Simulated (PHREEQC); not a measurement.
Solution (20 °C): 0.026 mol/kgw ZnCl2, 0.0011 mol/kgw H3BO3, 0.00011 mol/kgw FeSO4 and 0.026 mol/kgw NaCl. Closed to the air; pH follows from the charge balance.

The numbers come from PHREEQC with the ion-association model, phreeqc.dat.

This is a speciation only: nothing precipitates in the calculation.

Task: Order these S species by the share of S that they hold, largest first: ZnSO4, FeSO4, NaSO4-, SO4-2.

Result: SO4-2 (55 %), ZnSO4 (42 %), NaSO4- (2.6 %), FeSO4 (0.14 %)

The pH is 5.33 and the ionic strength 0.101 mol/kgw. Complexes and solids missing from the database can't appear.
